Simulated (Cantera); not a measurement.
Charge: 1 mol SiH2Cl2, 0.051 mol HCl, a varied amount of N2, held at 948.15 K and 705 Torr.

Cantera equilibrium calculation (NASA polynomials, part measured and part estimated; ideal gas, pure solids and liquids). Candidate condensed phases: NH4Cl, Si, Si3N4; 28 gas species. N2 is the only nitrogen source here; it is nearly inert below about 1500 K, so the nitride shown seldom forms there in practice. The numbers say what is thermodynamically allowed, not how fast it happens.

Problem. What share of the Si ends up in condensed phases as a function of n(N2) (mol), at 19, 23, 28, 34, 42, 51, 62, 76, 93, 110, 140, 170, 210?

Solution. 
```tsv
n(N2) (mol)	Si condensed (%)	as
19	78.6	Si3N4(s)
23	79.3	Si3N4(s)
28	80.0	Si3N4(s)
34	80.7	Si3N4(s)
42	81.4	Si3N4(s)
51	82.1	Si3N4(s)
62	82.8	Si3N4(s)
76	83.5	Si3N4(s)
93	84.1	Si3N4(s)
110	84.7	Si3N4(s)
140	85.5	Si3N4(s)
170	86.1	Si3N4(s)
210	86.7	Si3N4(s)
```
